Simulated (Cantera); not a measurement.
Metals in furnace atmospheres: Fe + CO₂ + CO + H₂O

Input: 1 mol Fe, 1.2 mol CO₂, 85 mol CO, 0.11 mol H₂O, at 1050 °C.

Cantera equilibrium calculation (NASA polynomials, part measured and part estimated; ideal gas, pure solids and liquids). Candidate condensed phases: C, C₆H₆, C₇H₈, C₈H₁₈, Fe, Fe(CO)₅, FeO, Fe(OH)₂, Fe(OH)₃, Fe₂O₃, Fe₃O₄, H₂O; 114 gas species. Condensed phases not in the tables: cementite and carbon dissolved in iron. Equilibrium is a limit: real reactors are often held back by kinetics, nucleation or transport.

From 0.0750 Torr to 975 Torr the condensed part is Fe(γ). From 4650 Torr to 22500 Torr the condensed part is C(graphite) + Fe(γ).

```tsv
P (Pa)	x CO	x CO₂	x H₂	x H₂O	n Fe(γ)	n C(graphite)
10	0.984	0.0151	0.00124	3.53e-5	0.998	0
48	0.984	0.0151	0.00124	3.54e-5	1.000	0
230	0.984	0.0151	0.00124	3.54e-5	1.000	0
1100	0.984	0.0151	0.00124	3.54e-5	1.000	0
5500	0.984	0.0151	0.00124	3.54e-5	1.000	0
26000	0.984	0.0151	0.00124	3.54e-5	1.000	0
130000	0.984	0.0151	0.00124	3.54e-5	1.00	0
620000	0.975	0.0233	0.00123	5.45e-5	1.00	0.687
3000000	0.902	0.0963	0.00115	0.000228	1.00	6.41
```
x: gas mole fraction; n: condensed amount in mol.
